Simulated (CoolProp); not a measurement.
Properties of n-heptane along the isobar 584 kPa.

Computed with CoolProp (reference Helmholtz-energy equation of state, Span 2003). It is a short technical equation, of lower accuracy than the large ones.

| T (K) | phase | density (kg/m³) | Joule-Thomson coefficient (K/MPa) |
|---|---|---|---|
| 268.2 | liquid | 705.0 | -0.4552 |
| 271.5 | liquid | 702.3 | -0.4511 |
| 274.9 | liquid | (withheld) | (withheld) |
| 278.3 | liquid | 696.7 | -0.4423 |
| 281.6 | liquid | (withheld) | -0.4379 |
| 285 | liquid | 691.1 | (withheld) |
| 288.4 | liquid | 688.3 | -0.4285 |
| 291.8 | liquid | (withheld) | -0.4236 |
| 295.1 | liquid | (withheld) | -0.4188 |
| 298.5 | liquid | 679.8 | -0.4137 |
| 301.9 | liquid | 676.9 | -0.4085 |
| 305.2 | liquid | (withheld) | -0.4033 |
| 308.6 | liquid | 671.2 | -0.3979 |
| 312 | liquid | 668.3 | (withheld) |
| 315.3 | liquid | 665.5 | -0.3869 |
| 318.7 | liquid | 662.6 | -0.3812 |

Q: Some entries are withheld; supply them.

A: 
- 274.9, density (kg/m³): 699.5
- 274.9, Joule-Thomson coefficient (K/MPa): -0.4468
- 281.6, density (kg/m³): 693.9
- 285, Joule-Thomson coefficient (K/MPa): -0.4332
- 291.8, density (kg/m³): 685.4
- 295.1, density (kg/m³): 682.6
- 305.2, density (kg/m³): 674.1
- 312, Joule-Thomson coefficient (K/MPa): -0.3924
